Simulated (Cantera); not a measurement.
Input (Python, Cantera):

```python
import numpy as np
import cantera as ct

gas = ct.Solution("gri30.yaml")
gas.TPX = 1923, 4200, {'CH4': 0.017, 'H2': 1, 'H': 0.18}
inlet = ct.Reservoir(gas, clone=True)

reactor = ct.IdealGasConstPressureReactor(gas, energy="off", clone=False)
exhaust = ct.Reservoir(gas, clone=True)
tau = [1, 0.6, 0.35, 0.21, 0.12, 0.072, 0.042, 0.025, 0.015, 0.0085][0]
for a, b in ((inlet, reactor), (reactor, exhaust)):
    ct.MassFlowController(a, b, mdot=lambda t: reactor.mass / tau)
net = ct.ReactorNet([reactor])
show = ['CH4', 'H2', 'H', 'C2H4', 'C2H2', 'C2H']

rows = []
print(f"{'tau/s':>10s}{'T/K':>9s}" + "".join(f"{s:>11s}" for s in show))
for tau in [1, 0.6, 0.35, 0.21, 0.12, 0.072, 0.042, 0.025, 0.015, 0.0085]:
    net.initial_time = 0.0
    net.advance(30 * tau)
    before = gas.X
    net.advance(40 * tau)
    drift = np.max(np.abs(gas.X - before) / (gas.X + 1e-9))
    rows.append([gas.T, *gas[show].X, drift])
    print(f"{tau:10.3e}{gas.T:9.1f}" + "".join(f"{x:11.3e}" for x in gas[show].X))
```

Output:

```
     tau/s      T/K        CH4         H2          H       C2H4       C2H2        C2H
 1.000e+00   1923.0  8.138e-04  9.818e-01  1.015e-02  2.928e-06  7.035e-03  1.035e-06
 6.000e-01   1923.0  7.857e-04  9.794e-01  1.257e-02  2.881e-06  7.023e-03  1.282e-06
 3.500e-01   1923.0  7.031e-04  9.757e-01  1.634e-02  2.783e-06  7.031e-03  1.675e-06
 2.100e-01   1923.0  5.851e-04  9.705e-01  2.161e-02  2.610e-06  7.055e-03  2.235e-06
 1.200e-01   1923.0  4.387e-04  9.621e-01  3.005e-02  2.307e-06  7.085e-03  3.147e-06
 7.200e-02   1923.0  3.195e-04  9.517e-01  4.060e-02  1.962e-06  7.099e-03  4.307e-06
 4.200e-02   1923.0  2.308e-04  9.383e-01  5.409e-02  1.625e-06  7.085e-03  5.809e-06
 2.500e-02   1923.0  1.824e-04  9.246e-01  6.780e-02  1.398e-06  7.040e-03  7.342e-06
 1.500e-02   1923.0  1.614e-04  9.121e-01  8.037e-02  1.284e-06  6.974e-03  8.741e-06
 8.500e-03   1923.0  1.605e-04  9.004e-01  9.208e-02  1.281e-06  6.878e-03  1.001e-05
```

Model: GRI-Mech 3.0 (53 species, 325 reactions), integrated in Cantera. GRI-Mech 3.0 stops at C3 and has no aromatics, soot or wall deposition, so with more carbon than oxygen in the feed, carbon stays in small species such as C2H2 where larger ones or solid carbon would form. Radical loss at walls, strong at low pressure, is not modelled.
